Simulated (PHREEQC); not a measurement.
1 kg of water holding 0.066 mol K2SO4, 0.0092 mol MgSO4 and 0.0038 mol NaCl is evaporated at 20 °C; the solids stay in contact with the brine. The system is closed to CO2. Only these solids could form: Arcanite, Bischofite, Bloedite, Brucite, Carnallite, Epsomite, Glaserite, Halite, Hexahydrite, Kainite, Kieserite, Leonite, Mirabilite, Misenite, Schoenite, Sylvite, Thenardite, MgCl2_4H2O.

Computed with PHREEQC (Pitzer model, pitzer.dat).

```tsv
water left (kg)	ionic strength	water activity	Arcanite (mol)
1	0.239	0.997	0
0.5552	0.430	0.995	0
0.2533	0.942	(withheld)	0
0.1407	(withheld)	0.981	0
0.06418	(withheld)	0.974	0.0266
0.03564	3.03	0.971	0.0435
0.01979	4.02	0.964	0.0530
0.00903	6.58	0.942	0.0597
0.004739	8.57	0.911	0.0601
```

Q: Complete the blanks.

A: 
- 0.2533, water activity: 0.989
- 0.1407, ionic strength: 1.70
- 0.06418, ionic strength: 2.47

Complexes and solids missing from the database can't appear.
